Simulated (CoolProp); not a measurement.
A Linde-Hampson liquefier for nitrogen: isothermal reversible compression at 250 K from 1 atm to 5 MPa, throttling to 1 atm, return gas leaving the recuperator 2 K below the feed. Each further row changes one setting.

Values from CoolProp's reference Helmholtz-energy equation of state, Span 2000.

```tsv
case	liquid yield per pass	compression work (kJ/kg of gas)
as stated	0.035	287
high pressure 10 MPa	0.072	336
warm-end temperature 280 K	0.024	323
warm-end gap 7 K	0.021	287
```
